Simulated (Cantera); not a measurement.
Input: 1 mol H2S, 7.1 mol H2, a varied amount of O2, at 652 °C and 10000 Pa.

These are equilibrium values from Cantera (NASA tables, ideal gas, pure condensed phases), not measurements of a reactor. Candidate condensed phases: H2O, H2SO4, S; 19 gas species. Rates play no part.

### Question
At 1.7 mol O2, list the 3 most abundant gas species with their mole fractions, and the condensed phases.

### Answer
H2 0.457, H2O 0.420, H2S 0.123. Condensed: gas only.
